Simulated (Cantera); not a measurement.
An adiabatic, constant-pressure homogeneous reactor starts with CH4 : CO : O2 : N2 = 1 : 0.44 : 2.58 : 9.71 (molar parts), equivalence ratio 0.86, at 1775 K and 1000000 Pa. Integrator tolerance rtol = 1e-08.

Model: GRI-Mech 3.0 (53 species, 325 reactions), integrated in Cantera.

### Question
What does this change do: 0.3 parts CO2 added?

### Answer
```tsv
quantity	before	after
time of steepest temperature rise	19.2 µs	19.8 µs
temperature at 2.00 s	2958 K	2921 K
equilibrium temperature	2958 K	2921 K
x(CH4) at 2.00 s	<1e-12 (gas-phase equilibrium <1e-12)	<1e-12 (gas-phase equilibrium <1e-12)
x(CO) at 2.00 s	0.0345 (gas-phase equilibrium 0.0345)	0.0367 (gas-phase equilibrium 0.0367)
x(O2) at 2.00 s	0.0324 (gas-phase equilibrium 0.0324)	0.0332 (gas-phase equilibrium 0.0332)
x(HCN) at 2.00 s	3.72e-9 (gas-phase equilibrium 3.72e-9)	3.16e-9 (gas-phase equilibrium 3.16e-9)
x(OH) at 2.00 s	0.0190 (gas-phase equilibrium 0.0190)	0.0175 (gas-phase equilibrium 0.0175)
x(CO2) at 2.00 s	0.0687 (gas-phase equilibrium 0.0687)	0.0853 (gas-phase equilibrium 0.0853)
x(C2H) at 2.00 s	<1e-12 (gas-phase equilibrium <1e-12)	<1e-12 (gas-phase equilibrium <1e-12)
```
